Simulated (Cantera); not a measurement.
A closed system holds: 1 mol SiH₂Cl₂, 31 mol NH₃, equilibrated at 22.0 mbar.

Equilibrium computed with Cantera from the NASA thermochemical tables; the gas is ideal and each condensed phase is pure. Candidate condensed phases: NH₄Cl, Si, Si₃N₄; 28 gas species. The tables' values for SiCl, SiN are old estimates; treat these amounts as uncertain. Gases not in the tables: Si₂H₆ and higher silanes. Equilibrium is a limit: real reactors are often held back by kinetics, nucleation or transport.

x: gas mole fraction; n: condensed amount in mol.

```tsv
T (K)	x H₂	x N₂	x HCl	x H	x Si	x SiCl₂	x SiCl	n Si₃N₄(s)	n Si(l)
798	0.734	0.234	0.0316	1.54e-11	<1e-12	1.52e-12	<1e-12	0.333	0
898	0.734	0.234	0.0316	6.32e-10	<1e-12	1.32e-10	<1e-12	0.333	0
998	0.734	0.234	0.0316	1.24e-8	<1e-12	4.67e-9	<1e-12	0.333	0
1098	0.734	0.234	0.0316	1.43e-7	<1e-12	8.57e-8	<1e-12	0.333	0
1198	0.734	0.234	0.0316	…	<1e-12	…	1.75e-12	0.333	0
1298	0.734	0.234	0.0316	6.19e-6	3.75e-12	7.34e-6	1.09e-10	0.333	0
1398	0.734	0.234	0.0315	2.73e-5	3.69e-10	4.14e-5	3.73e-9	0.332	0
1498	0.734	0.234	0.0312	9.93e-5	1.95e-8	0.000182	7.82e-8	0.329	0
1598	0.734	0.234	0.0303	0.000308	6.22e-7	0.000629	1.09e-6	0.320	0
1698	0.734	0.235	0.0281	0.000835	1.31e-5	0.00169	1.05e-5	0.297	0
1798	0.727	0.242	0.0255	…	…	…	5.45e-5	0	0.805
1898	0.725	0.241	0.0259	0.00449	0.000558	0.00251	0.000126	0	0.784
1998	0.719	0.240	0.0260	0.00917	0.00193	0.00226	0.000264	0	0.685
2098	0.709	0.238	0.0258	0.0175	0.00594	0.00201	0.000511	0	0.383
```

Task: Some entries are withheld; supply them.

Result: 
- 1198, x H: 1.10e-6
- 1198, x SiCl₂: 9.59e-7
- 1798, x H: 0.00202
- 1798, x Si: 0.000140
- 1798, x SiCl₂: 0.00278
